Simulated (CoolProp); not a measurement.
Vapour-liquid equilibrium of R22 (1) + R134a (2) at 1.69 MPa; x and y are mole fractions of (1).

Values from CoolProp's multi-fluid Helmholtz-energy mixture model, Kamei 1995 and Tillner-Roth 1994; pair parameters Bell 2016.

**Question.** Give the bubble temperature and the first vapour's composition at x = 0.05, 0.5, 0.8. Is there an azeotrope?

**Answer.** x = 0.05: 332.2 K, y = 0.066; x = 0.5: 323.8 K, y = 0.565; x = 0.8: 319.6 K, y = 0.834. No azeotrope shows between x = 0.05 and 0.95.

Pair parameters are fitted to limited data, so mixtures are less certain than the pure fluids.
